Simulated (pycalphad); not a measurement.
## Phase fractions of Si-68.3Sn (at.%)

CALPHAD calculation (pycalphad, COST 507 light-alloy database (1999)), 1 atm. The data set is of 1999 and partly superseded. Amounts are mole fractions of atoms.

```json
[
 {"T (°C)": "1327", "LIQUID": "1.000", "DIAMOND_A4": "-"},
 {"T (°C)": "1252", "LIQUID": "0.858", "DIAMOND_A4": "0.142"},
 {"T (°C)": "1177", "LIQUID": "0.766", "DIAMOND_A4": "0.234"},
 {"T (°C)": "1102", "LIQUID": "0.729", "DIAMOND_A4": "0.271"},
 {"T (°C)": "1027", "LIQUID": "0.709", "DIAMOND_A4": "0.291"},
 {"T (°C)": "952", "LIQUID": "0.698", "DIAMOND_A4": "0.302"},
 {"T (°C)": "877", "LIQUID": "0.692", "DIAMOND_A4": "0.308"},
 {"T (°C)": "802", "LIQUID": "0.688", "DIAMOND_A4": "0.312"},
 {"T (°C)": "727", "LIQUID": "0.685", "DIAMOND_A4": "0.315"},
 {"T (°C)": "652", "LIQUID": "0.684", "DIAMOND_A4": "0.316"},
 {"T (°C)": "577", "LIQUID": "0.683", "DIAMOND_A4": "0.317"},
 {"T (°C)": "502", "LIQUID": "0.683", "DIAMOND_A4": "0.317"},
 {"T (°C)": "427", "LIQUID": "0.683", "DIAMOND_A4": "0.317"},
 {"T (°C)": "352", "LIQUID": "0.683", "DIAMOND_A4": "0.317"},
 {"T (°C)": "277", "LIQUID": "0.683", "DIAMOND_A4": "0.317"}
]
```

DIAMOND_A4 is diamond (Si).
